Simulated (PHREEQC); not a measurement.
A PHREEQC input (ion-association model, wateq4f.dat):

```
SOLUTION 1
  temp 25
  units mg/L
  pH 12.5
  pe 10.3
  Na 141
  K 11
  Ca 86.8
  Mg 5.77
  Cl 96.4
  S(6) 117 as SO4
  Alkalinity 366 as HCO3
  O(0) 0.269
END
USE solution 1
EQUILIBRIUM_PHASES 1
  CO2(g) -3.4 10
END
```

It stops with these messages:

```
WARNING: Maximum iterations exceeded, 100
WARNING: Maximum iterations exceeded, 100
WARNING: The program has failed to converge to a numerical solution.
ERROR:           Alkalinity has not converged. Total: 6.006303e-03	Calculated: 3.904519e-02	Residual: -3.303888e-02
ERROR: Is non-carbonate alkalinity greater than total alkalinity?
ERROR:                   Ca has not converged. Total: 2.168622e-03	Calculated: 1.502007e-02	Residual: -1.285145e-02
ERROR:                   Cl has not converged. Total: 2.722802e-03	Calculated: 2.694061e-03	Residual: 2.874015e-05
ERROR:                    K has not converged. Total: 2.816992e-04	Calculated: 2.790739e-04	Residual: 2.625365e-06
ERROR:                   Mg has not converged. Total: 2.376551e-04	Calculated: 2.820105e-04	Residual: -4.435548e-05
ERROR:                   Na has not converged. Total: 6.141520e-03	Calculated: 6.690050e-03	Residual: -5.485304e-04
ERROR:                 O(0) has not converged. Total: 1.683543e-05	Calculated: 1.692388e-05	Residual: -8.845323e-08
ERROR:                 S(6) has not converged. Total: 1.219599e-03	Calculated: 1.698511e-03	Residual: -4.789113e-04
ERROR:                   Mu Ionic strength has not converged. 	Residual: -3.872324e-02
ERROR:               A(H2O) Activity of water has not converged. 	Residual: 5.476348e-04
ERROR: Model failed to converge for initial solution  1.
```

### Question
Why does the run stop?

### Answer
The fault: pH typed as 12.5 with the alkalinity kept. The line should read `pH 7.18` where the input has `pH 12.5`. With the mend the run ends at pH 8.86 and ionic strength 0.0133 mol/kgw.
